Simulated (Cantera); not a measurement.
Feed: 1 mol Zr, 2.8 mol O2, 3.7 mol N2, held at 59.3 Torr.

Cantera equilibrium calculation (NASA polynomials, part measured and part estimated; ideal gas, pure solids and liquids). Candidate condensed phases: Zr, ZrN, ZrO2; 13 gas species. Equilibrium is a limit: real reactors are often held back by kinetics, nucleation or transport. All values below are at 1373 K.

Base state: N2 0.672, O2 0.327, NO 0.000716 (mole fractions); condensed: ZrO2(monoclinic).

What changes in the equilibrium state with this change: Zr replaced by Nb?


```tsv
species	before	after
N2	0.672	0.704
O2	0.327	0.295
NO	0.000716	0.000696
ZrO2(monoclinic), mol	1.00	0
Nb2O5(s), mol	0	0.500
```
Condensed phases not in the tables: the oxides between NbO2 and Nb2O5. Further candidate phases: Nb, NbO, NbO2, Nb2O5.
